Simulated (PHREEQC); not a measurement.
Ca(OH)2 is added in steps, without added water, to 1 kg of water holding 0.04 mol NaH2PO4, at 25 °C. O2 is buffered at 0.21 atm. The system is closed to CO2. Only these solids could form: Portlandite, Hydroxyapatite.

Base run: PHREEQC, ion-association model, wateq4f.dat. Each further column changes one thing. The table gives pH.

```json
[
 {"Ca(OH)2 added (mol)": "0", "base": "4.57", "NaH2PO4 replaced by H3PO4 at the same molality": "1.88", "NaH2PO4 from 0.04 to 0.08 mol/kgw": "4.50", "NaH2PO4 from 0.04 to 0.2 mol/kgw": "4.40", "no solid may form": "4.57"},
 {"Ca(OH)2 added (mol)": "0.0036", "base": "5.89", "NaH2PO4 replaced by H3PO4 at the same molality": "2.01", "NaH2PO4 from 0.04 to 0.08 mol/kgw": "5.63", "NaH2PO4 from 0.04 to 0.2 mol/kgw": "5.32", "no solid may form": "6.21"},
 {"Ca(OH)2 added (mol)": "0.0063", "base": "6.08", "NaH2PO4 replaced by H3PO4 at the same molality": "2.12", "NaH2PO4 from 0.04 to 0.08 mol/kgw": "5.74", "NaH2PO4 from 0.04 to 0.2 mol/kgw": "5.40", "no solid may form": "6.49"},
 {"Ca(OH)2 added (mol)": "0.0099", "base": "6.30", "NaH2PO4 replaced by H3PO4 at the same molality": "2.30", "NaH2PO4 from 0.04 to 0.08 mol/kgw": "5.89", "NaH2PO4 from 0.04 to 0.2 mol/kgw": "5.47", "no solid may form": "6.78"},
 {"Ca(OH)2 added (mol)": "0.0135", "base": "6.49", "NaH2PO4 replaced by H3PO4 at the same molality": "2.54", "NaH2PO4 from 0.04 to 0.08 mol/kgw": "6.01", "NaH2PO4 from 0.04 to 0.2 mol/kgw": "5.54", "no solid may form": "7.07"},
 {"Ca(OH)2 added (mol)": "0.0162", "base": "6.62", "NaH2PO4 replaced by H3PO4 at the same molality": "2.80", "NaH2PO4 from 0.04 to 0.08 mol/kgw": "6.10", "NaH2PO4 from 0.04 to 0.2 mol/kgw": "5.59", "no solid may form": "7.33"},
 {"Ca(OH)2 added (mol)": "0.0198", "base": "6.81", "NaH2PO4 replaced by H3PO4 at the same molality": "4.02", "NaH2PO4 from 0.04 to 0.08 mol/kgw": "6.21", "NaH2PO4 from 0.04 to 0.2 mol/kgw": "5.66", "no solid may form": "7.84"},
 {"Ca(OH)2 added (mol)": "0.0225", "base": "6.96", "NaH2PO4 replaced by H3PO4 at the same molality": "4.83", "NaH2PO4 from 0.04 to 0.08 mol/kgw": "6.29", "NaH2PO4 from 0.04 to 0.2 mol/kgw": "5.71", "no solid may form": "8.26"},
 {"Ca(OH)2 added (mol)": "0.0261", "base": "7.19", "NaH2PO4 replaced by H3PO4 at the same molality": "4.86", "NaH2PO4 from 0.04 to 0.08 mol/kgw": "6.38", "NaH2PO4 from 0.04 to 0.2 mol/kgw": "5.77", "no solid may form": "8.69"},
 {"Ca(OH)2 added (mol)": "0.0297", "base": "7.54", "NaH2PO4 replaced by H3PO4 at the same molality": "4.90", "NaH2PO4 from 0.04 to 0.08 mol/kgw": "6.48", "NaH2PO4 from 0.04 to 0.2 mol/kgw": "5.82", "no solid may form": "9.04"},
 {"Ca(OH)2 added (mol)": "0.0324", "base": "8.17", "NaH2PO4 replaced by H3PO4 at the same molality": "4.92", "NaH2PO4 from 0.04 to 0.08 mol/kgw": "6.54", "NaH2PO4 from 0.04 to 0.2 mol/kgw": "5.86", "no solid may form": "9.32"},
 {"Ca(OH)2 added (mol)": "0.036", "base": "10.99", "NaH2PO4 replaced by H3PO4 at the same molality": "4.96", "NaH2PO4 from 0.04 to 0.08 mol/kgw": "6.63", "NaH2PO4 from 0.04 to 0.2 mol/kgw": "5.91", "no solid may form": "9.81"}
]
```

H3PO4, which wateq4f.dat lacks, is added to it with the constant of phreeqc.dat. In at least one series the solution becomes supersaturated in solids that the run did not let form, among them Hydroxyapatite.
